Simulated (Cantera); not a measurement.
A perfectly stirred reactor is fed with CH4 : N2 = 1 : 12 (molar parts), at 1.01 bar; it is held at 1975 K, and followed from long to short residence time.

Detailed kinetics in Cantera: GRI-Mech 3.0 (53 species, 325 reactions). GRI-Mech 3.0 stops at C3 and has no aromatics, soot or wall deposition, so with more carbon than oxygen in the feed, carbon stays in small species such as C2H2 where larger ones or solid carbon would form.

One state of this run: x CH4 = 0.000640; x HCN = 0.00107; x CH3 = 5.24e-5; x C2H6 = 3.81e-8; x C2H4 = 2.95e-5. x: mole fraction; the columns are a selection and need not sum to one.

Which value of τ (s) does it belong to?
(A) 8.1
(B) 1.8
(C) 0.0010
(D) 0.41

B, 1.8
